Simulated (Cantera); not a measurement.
A perfectly stirred reactor is fed with CH₄ : N₂ : H₂O = 1 : 8.6 : 0.021 (molar parts), at 7100 Pa; it is held at 1775 K, and followed from long to short residence time.

Model: GRI-Mech 3.0 (53 species, 325 reactions), integrated in Cantera. GRI-Mech 3.0 stops at C3 and has no aromatics, soot or wall deposition, so with more carbon than oxygen in the feed, carbon stays in small species such as C2H2 where larger ones or solid carbon would form.

### Question
Predict: x(CH₄) at τ = 3.50 s; x(HCN) at τ = 3.50 s; x(H) at τ = 3.50 s; x(C₂H₂) at τ = 3.50 s; x(H₂) at τ = 3.50 s; x(CH₄) at τ = 23.0 ms; x(HCN) at τ = 23.0 ms; x(H) at τ = 23.0 ms; x(C₂H₂) at τ = 23.0 ms; x(H₂) at τ = 23.0 ms.

### Answer
- x(CH₄) at τ = 3.50 s: 0.00389
- x(HCN) at τ = 3.50 s: 8.71e-5
- x(H) at τ = 3.50 s: 0.000333
- x(C₂H₂) at τ = 3.50 s: 0.0444
- x(H₂) at τ = 3.50 s: 0.137
- x(CH₄) at τ = 23.0 ms: 0.0571
- x(HCN) at τ = 23.0 ms: 6.97e-7
- x(H) at τ = 23.0 ms: 9.44e-5
- x(C₂H₂) at τ = 23.0 ms: 0.0185
- x(H₂) at τ = 23.0 ms: 0.0603
